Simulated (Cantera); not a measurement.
Cantera run, input and output.

```python
import numpy as np
import cantera as ct

gas = ct.Solution("gri30.yaml")
gas.TPX = 723, 810000, {'CH4': 0.76, 'O2': 2.47, 'N2': 8.4}
flame = ct.FreeFlame(gas, width=0.0092)
flame.set_refine_criteria(ratio=3, slope=0.08, curve=0.16)
flame.transport_model = "mixture-averaged"
flame.solve(loglevel=0, auto=True)
z, T = flame.grid, flame.T
thick = (T[-1] - T[0]) / np.gradient(T, z).max()
show = ['CH4', 'O2', 'C2H2', 'C2H', 'H', 'N2O']
print(f"laminar burning velocity  {flame.velocity[0] * 100:.3f} cm/s")
print(f"burnt temperature         {T[-1]:.1f} K")
print(f"thermal thickness         {thick * 1e3:.4f} mm")
print(f"grid points               {len(z)}")
z0 = z[flame.heat_release_rate.argmax()]
print(f"{'z/mm':>9s}{'T/K':>9s}{'u/(m/s)':>9s}" + "".join(f"{s:>11s}" for s in show))
rows = []
for k in (-3, -2, -1.5, -1, -0.5, -0.25, 0, 0.25, 0.5, 1, 2, 4, 8):
    zz = z0 + k * thick
    rows.append([k * thick, np.interp(zz, z, T), np.interp(zz, z, flame.velocity),
                 *(np.interp(zz, z, flame.X[gas.species_index(s)]) for s in show)])
    print(f"{rows[-1][0] * 1e3:9.3f}{rows[-1][1]:9.1f}{rows[-1][2]:9.3f}" + "".join(f"{x:11.3e}" for x in rows[-1][3:]))
```

It prints:

```
laminar burning velocity  53.448 cm/s
burnt temperature         2106.1 K
thermal thickness         0.0866 mm
grid points               134
     z/mm      T/K  u/(m/s)        CH4         O2       C2H2        C2H          H        N2O
   -0.260    724.7    0.536  6.518e-02  2.121e-01  1.120e-08  1.224e-22  6.505e-13  2.020e-10
   -0.173    733.0    0.543  6.452e-02  2.114e-01  8.966e-08  2.363e-20  2.113e-11  1.744e-09
   -0.130    757.0    0.561  6.287e-02  2.093e-01  3.995e-07  2.012e-18  4.038e-10  8.333e-09
   -0.087    849.9    0.632  5.696e-02  2.013e-01  2.053e-06  6.342e-16  2.235e-08  4.638e-08
   -0.043   1183.8    0.886  3.700e-02  1.703e-01  1.099e-05  4.956e-12  4.587e-06  2.717e-07
   -0.022   1496.3    1.123  1.889e-02  1.390e-01  2.325e-05  7.996e-10  5.699e-05  5.837e-07
    0.000   1806.5    1.356  3.462e-03  1.057e-01  2.691e-05  2.788e-08  3.553e-04  1.116e-06
    0.022   1947.2    1.456  1.372e-04  9.007e-02  2.020e-06  7.544e-09  4.524e-04  1.793e-06
    0.043   2007.4    1.495  3.578e-06  8.551e-02  4.481e-08  2.085e-10  3.184e-04  2.250e-06
    0.087   2062.9    1.531  6.690e-09  8.284e-02  1.093e-10  4.686e-13  1.295e-04  2.416e-06
    0.173   2095.1    1.552  7.557e-13  8.188e-02  3.934e-13  1.209e-15  3.325e-05  1.798e-06
    0.346   2105.1    1.558  3.160e-14  8.169e-02  4.191e-15  9.976e-18  1.322e-05  1.052e-06
    0.692   2106.2    1.559  1.502e-14  8.168e-02  6.522e-17  1.495e-19  1.150e-05  9.048e-07
```

Model: GRI-Mech 3.0 (53 species, 325 reactions), integrated in Cantera. Burning velocities carry a grid error of a few per cent, more on coarse grids.
